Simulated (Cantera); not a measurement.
A closed system holds: 1 mol Al2O3, 1.5 mol Cl2, 0.42 mol N2, at 1.00 bar.

Method: chemical equilibrium by Gibbs-energy minimisation in Cantera with the NASA 1993 tables (ideal gas, pure condensed phases). Candidate condensed phases: Al, AlCl3, AlN, Al2O3; 24 gas species. Condensed phases not in the tables: AlOCl. Kinetics and transport are ignored.

Task: At 998 K, list the 5 most abundant gas species with their mole fractions, and the condensed phases.

Result: Cl2 0.781, N2 0.219, Cl 0.000333, AlCl3 3.66e-5, O2 2.73e-5. Condensed: Al2O3(s).
